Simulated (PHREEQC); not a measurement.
A solution holds 0.016 mol KOH and 0.055 mol KNO3 per kg of water, at 20 °C. Closed to the air; pH follows from the charge balance.

Equilibrium calculation in PHREEQC: ion-association model, wateq4f.dat.

| Property | Value |
|---|---|
| pH | 12.27 |
| ionic strength | 0.0710 mol/kgw |
| total alkalinity | 16.0 meq/kg |

```csv
species,molality,activity,log γ
K+,0.0710,0.0561,-0.102
NO3-,0.0550,0.0430,-0.107
OH-,0.0160,0.0126,-0.103
```

Precipitation was switched off in this run.
